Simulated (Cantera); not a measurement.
## Adiabatic ignition

An adiabatic, constant-pressure homogeneous reactor starts with 45.7 % H2, 11.4 % O2, 42.9 % N2, at 1148 K and 7.40 bar.

Detailed kinetics in Cantera: GRI-Mech 3.0 (53 species, 325 reactions). The hydrogen kinetics of GRI-Mech 3.0 are dated; newer H2 mechanisms differ, most at raised pressure.

```tsv
t (s)	T (K)	x H2	x O2	x OH	x O	x NO
2.00e-6	1148	0.457	0.114	2.42e-10	5.30e-10	<1e-12
5.02e-6	1148	0.457	0.114	3.21e-10	7.02e-10	<1e-12
1.26e-5	1148	0.457	0.114	4.83e-10	1.03e-9	<1e-12
3.17e-5	1148	0.457	0.114	1.29e-9	2.58e-9	<1e-12
7.96e-5	1148	0.457	0.114	1.24e-8	2.21e-8	<1e-12
0.000200	2699	0.252	3.53e-5	0.00295	8.60e-5	4.13e-5
0.000502	2704	0.252	3.03e-5	0.00276	7.47e-5	0.000140
0.00126	2703	0.252	3.00e-5	0.00275	7.42e-5	0.000266
0.00317	2703	0.252	3.00e-5	0.00274	7.40e-5	0.000299
0.00796	2703	0.252	3.00e-5	0.00274	7.40e-5	0.000299
0.0200	2703	0.252	3.00e-5	0.00274	7.40e-5	0.000299
0.0502	2703	0.252	3.00e-5	0.00274	7.40e-5	0.000299
0.126	2703	0.252	3.00e-5	0.00274	7.40e-5	0.000299
0.317	2703	0.252	3.00e-5	0.00274	7.40e-5	0.000299
0.796	2703	0.252	3.00e-5	0.00274	7.40e-5	0.000299
2.00	2703	0.252	3.00e-5	0.00274	7.40e-5	0.000299
```
x: mole fraction; the columns are a selection and need not sum to one.

The time of steepest temperature rise is 0.173 ms, the temperature at 2.00 s is 2703 K and the equilibrium temperature is 2703 K. The x(H2) at 2.00 s is 0.252 (gas-phase equilibrium 0.252) and the x(O2) at 2.00 s is 3.00e-5 (gas-phase equilibrium 3.00e-5). The x(OH) at 2.00 s is 0.00274 (gas-phase equilibrium 0.00274).
